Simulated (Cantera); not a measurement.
Feed: 1 mol SiO2, 0.84 mol H2, 1.9 mol H2O, equilibrated at 1077 °C and 1.00 Torr.

Method: chemical equilibrium by Gibbs-energy minimisation in Cantera with the NASA 1993 tables (ideal gas, pure condensed phases). Candidate condensed phases: H2O, Si, SiO2; 18 gas species. The tables hold silica as quartz up to 1696 K and as liquid above; real silica turns to tridymite and cristobalite and melts near 1996 K. Rates play no part.

Base state: H2O 0.693, H2 0.307, H 3.61e-5 (mole fractions); condensed: SiO2(β-quartz).

**Question.** What changes in the equilibrium state with this change: SiO2 replaced by Nb2O5?

**Answer.** 
```
species               before    after
-------------------  -------  -------
H2O                    0.693    0.693
H2                     0.307    0.307
H                    3.61e-5  3.61e-5
SiO2(β-quartz), mol     1.00        0
Nb2O5(s), mol              0     1.00
```
Condensed phases not in the tables: the oxides between NbO2 and Nb2O5. Further candidate phases: Nb, NbO, NbO2, Nb2O5.
